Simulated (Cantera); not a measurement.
A perfectly stirred reactor is fed with CH4 : C2H6 : C3H8 : O2 : N2 : H2O = 1 : 1.4 : 0.11 : 13.5 : 104 : 15 (molar parts), equivalence ratio 0.55, at 203 Torr; it is adiabatic with a 498 K inlet, and is followed from long to short residence time, starting on the burning branch (τ in s: 0.056, 0.029, 0.015, 0.0081, 0.0043, 0.0022, 0.0012, 0.00062, 0.00033, 0.00017, 9e-05, 4.7e-05).

Computed with Cantera and GRI-Mech 3.0 (53 species, 325 reactions).

Problem. What does this change do: 1.8 parts H2 added?

Solution. 
```tsv
quantity	before	after
state	not burning at any residence time tried	not reached
x(CH4) at τ = 56.0 ms	0.00741	4.39e-5
x(C2H6) at τ = 56.0 ms	0.0104	1.36e-5
x(C3H8) at τ = 56.0 ms	0.000815	1.08e-6
x(CH2O) at τ = 56.0 ms	<1e-12	7.27e-6
x(C2H) at τ = 56.0 ms	<1e-12	4.73e-11
x(CH4) at τ = 1.20 ms	0.00741	0.00731
x(C2H6) at τ = 1.20 ms	0.0104	0.0102
x(C3H8) at τ = 1.20 ms	0.000815	0.000804
x(CH2O) at τ = 1.20 ms	<1e-12	<1e-12
x(C2H) at τ = 1.20 ms	<1e-12	<1e-12
blow-out, bracketed by the residence times tried	not reached	burning at 15.0 ms, out at 8.10 ms
```

Problem. What does this change do: inlet temperature 498 to 575 K?

Solution. 
| quantity | before | after |
|---|---|---|
| state | not burning at any residence time tried | not reached |
| x(CH4) at τ = 56.0 ms | 0.00741 | 5.96e-5 |
| x(C2H6) at τ = 56.0 ms | 0.0104 | 1.89e-5 |
| x(C3H8) at τ = 56.0 ms | 0.000815 | 1.52e-6 |
| x(CH2O) at τ = 56.0 ms | <1e-12 | 9.46e-6 |
| x(C2H) at τ = 56.0 ms | <1e-12 | 3.87e-11 |
| x(CH4) at τ = 1.20 ms | 0.00741 | 0.00741 |
| x(C2H6) at τ = 1.20 ms | 0.0104 | 0.0104 |
| x(C3H8) at τ = 1.20 ms | 0.000815 | 0.000815 |
| x(CH2O) at τ = 1.20 ms | <1e-12 | <1e-12 |
| x(C2H) at τ = 1.20 ms | <1e-12 | <1e-12 |
| blow-out, bracketed by the residence times tried | not reached | burning at 29.0 ms, out at 15.0 ms |
